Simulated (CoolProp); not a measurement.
Vapour-liquid equilibrium of isohexane (1) + n-heptane (2) at 141.15 °C; x and y are mole fractions of (1).

Computed with CoolProp (multi-fluid Helmholtz-energy mixture model, Lemmon 2006 and Span 2003; pair parameters Bell 2016).

```
x      bubble pressure, mixture model (kPa)  bubble pressure, Raoult's law (kPa)  y, mixture model  y, Raoult's law
-----  ------------------------------------  -----------------------------------  ----------------  ---------------
0.05                                  327.7                                329.3             0.103            0.116
0.125                                 359.5                                363.5               [?]            0.262
0.2                                     [?]                                397.6             0.350            0.383
0.275                                 423.5                                431.8             0.448            0.485
0.35                                  455.9                                465.9             0.534            0.572
0.425                                 488.9                                500.1               [?]            0.647
0.5                                   522.3                                534.2               [?]            0.713
0.575                                 556.3                                568.4               [?]            0.771
0.65                                  590.9                                602.5             0.795            0.822
0.725                                 626.2                                636.7             0.846            0.868
0.8                                   662.2                                670.8               [?]            0.909
0.875                                 699.0                                704.9             0.935            0.946
0.95                                    [?]                                739.1             0.975            0.979
```

Task: Complete the blanks.

Result: 
- 0.125, y, mixture model: 0.237
- 0.2, bubble pressure, mixture model (kPa): 391.3
- 0.425, y, mixture model: 0.610
- 0.5, y, mixture model: 0.678
- 0.575, y, mixture model: 0.739
- 0.8, y, mixture model: 0.893
- 0.95, bubble pressure, mixture model (kPa): 736.4

The largest gap from Raoult's law is -2.2 % in bubble pressure, at x = 0.425. No azeotrope shows between x = 0.05 and 0.95.

Pair parameters are fitted to limited data, so mixtures are less certain than the pure fluids.
